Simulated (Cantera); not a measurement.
A closed system holds: 1 mol TiO2, 0.33 mol CH4, 2.9 mol CO, at 1000 Pa.

Cantera equilibrium calculation (NASA polynomials, part measured and part estimated; ideal gas, pure solids and liquids). Candidate condensed phases: C, C6H6, C7H8, C8H18, H2O, Ti, TiC, TiO, TiO2, Ti2O3, Ti3O5, Ti4O7; 113 gas species. Mutual solubility and eutectic melting of coexisting phases are not modelled. Kinetics and transport are ignored.

x: gas mole fraction; n: condensed amount in mol.

```json
[
 {"T (K)": "1750", "x CO": "0.829", "x H2": "0.169", "x H": "0.000955", "x TiO": "9.29e-8", "n Ti3O5(s)": "0.333", "n Ti2O3(s)": "0", "n Ti3O5(l)": "0"},
 {"T (K)": "1850", "x CO": "0.829", "x H2": "0.168", "x H": "0.00221", "x TiO": "1.07e-6", "n Ti3O5(s)": "0.333", "n Ti2O3(s)": "0", "n Ti3O5(l)": "0"},
 {"T (K)": "1950", "x CO": "0.828", "x H2": "0.166", "x H": "[?]", "x TiO": "[?]", "n Ti3O5(s)": "0.332", "n Ti2O3(s)": "[?]", "n Ti3O5(l)": "0"},
 {"T (K)": "2050", "x CO": "0.826", "x H2": "0.164", "x H": "0.00918", "x TiO": "5.03e-5", "n Ti3O5(s)": "0.330", "n Ti2O3(s)": "0.00537", "n Ti3O5(l)": "0"},
 {"T (K)": "2150", "x CO": "0.823", "x H2": "0.159", "x H": "0.0168", "x TiO": "0.000298", "n Ti3O5(s)": "0", "n Ti2O3(s)": "0", "n Ti3O5(l)": "0.333"},
 {"T (K)": "2250", "x CO": "0.817", "x H2": "0.152", "x H": "[?]", "x TiO": "[?]", "n Ti3O5(s)": "0", "n Ti2O3(s)": "0", "n Ti3O5(l)": "0.332"},
 {"T (K)": "2350", "x CO": "0.807", "x H2": "0.141", "x H": "0.0468", "x TiO": "0.00268", "n Ti3O5(s)": "0", "n Ti2O3(s)": "0", "n Ti3O5(l)": "0.329"},
 {"T (K)": "2450", "x CO": "0.792", "x H2": "0.125", "x H": "0.0709", "x TiO": "0.00612", "n Ti3O5(s)": "0", "n Ti2O3(s)": "0", "n Ti3O5(l)": "0.322"}
]
```

Problem. Some entries are withheld; supply them.

Solution. 
- 2250, x H: 0.0289
- 2250, x TiO: 0.00101
- 1950, x H: 0.00468
- 1950, x TiO: 8.50e-6
- 1950, n Ti2O3(s): 0.00187
